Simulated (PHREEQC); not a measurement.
A solution holds 0.15 mol/kgw HF, 0.0054 mol/kgw KF and 0.015 mol/kgw (NH4)2SiF6, at 35 °C and 10 atm. Closed to the air; pH follows from the charge balance.

Equilibrium calculation in PHREEQC: ion-association model, phreeqc.dat.

```yaml
pH: 2.04
ionic_strength: 0.0612 mol/kgw
density: 0.997 g/cm³
total_alkalinity: -210 meq/kg
```

```
species  molality  activity   log γ
-------  --------  --------  ------
HF          0.134     0.135   0.006
NH4+       0.0300    0.0235  -0.107
SiF6-2     0.0150   0.00648  -0.365
H+         0.0108   0.00908  -0.074
F-         0.0105   0.00832  -0.100
HF2-      0.00570   0.00460  -0.093
K+        0.00540   0.00430  -0.099
```

This is a speciation only: nothing precipitates in the calculation. Complexes and solids missing from the database can't appear. SiF6-2 is the database's only silicon fluoride.
